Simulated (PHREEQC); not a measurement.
Dissolve 0.0015 mol NH3 and 0.16 mol Na2CO3 per kg of water at 25 °C. Closed to the air; pH follows from the charge balance.

Computed with PHREEQC (ion-association model, wateq4f.dat).

Precipitation was switched off in this run.

### Question
Order these C species by the share of C that they hold, largest first: HCO3-, CO3-2, NaHCO3, NaCO3-.

### Answer
NaCO3- (53 %), CO3-2 (45 %), HCO3- (1.8 %), NaHCO3 (0.11 %)

The pH is 11.31 and the ionic strength 0.307 mol/kgw.
